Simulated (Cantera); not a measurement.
Charge: 1 mol AlN, 1.1 mol H2O, 2.6 mol N2, equilibrated at 1623 K and 0.000470 bar.

These are equilibrium values from Cantera (NASA tables, ideal gas, pure condensed phases), not measurements of a reactor. Candidate condensed phases: Al, AlN, Al2O3, H2O; 35 gas species. Mutual solubility and eutectic melting of coexisting phases are not modelled. Kinetics and transport are ignored.

Base state: N2 0.729, H2 0.269, H 0.00165, Al 0.000340, Al2O 4.41e-5 (mole fractions); condensed: AlN(s) + Al2O3(s).

**Question.** What changes in the equilibrium state with this change: 0.047 mol CO2 added?

**Answer.** 
```tsv
species	before	after
N2	0.729	0.721
H2	0.269	0.265
CO	0	0.0114
Al	0.000340	0.000341
H	0.00165	0.00164
Al2O	4.41e-5	4.44e-5
AlN(s), mol	0.265	0.234
Al2O3(s), mol	0.367	0.382
```
Further candidate phases: C, C6H6, C7H8, C8H18.
